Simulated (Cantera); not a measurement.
**Thermodynamics of calcination and drying, feed Mg(OH)₂ + H₂O**

Input: 1 mol Mg(OH)₂, 0.21 mol H₂O, at 375 °C and 100000 Pa.

Method: chemical equilibrium by Gibbs-energy minimisation in Cantera with the NASA 1993 tables (ideal gas, pure condensed phases). Candidate condensed phases: H₂O, Mg, MgO, Mg(OH)₂; 15 gas species. The numbers say what is thermodynamically allowed, not how fast it happens.

| Quantity | Result |
|---|---|
| x(H₂O) | 1.00 |
| n(MgO(s)) | 1.00 mol |
| gas amount | 1.210 mol |
| log10 activity of Mg(s) (absent) | -37.03 |
